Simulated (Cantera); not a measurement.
Source: NASA polynomial tables (part measured, part estimated), evaluated in Cantera. Values are per mole of reaction as written; species without (g) are pure solids or liquids, kept so even where they would boil at 1 bar.

**Question.** Between 300 and 1923 K, where is each reaction favourable under standard conditions?
- 2 AlBr₃(g) ⇌ 3 Br₂(g) + 2 Al(g)

**Answer.** 
- 2 AlBr₃(g) ⇌ 3 Br₂(g) + 2 Al(g): ΔG° is 1463 kJ at 300 K and 881 kJ at 1923 K; it stays positive (K < 1). ΔH° is 1559 kJ and ΔS° 353 J/K at 1923 K.
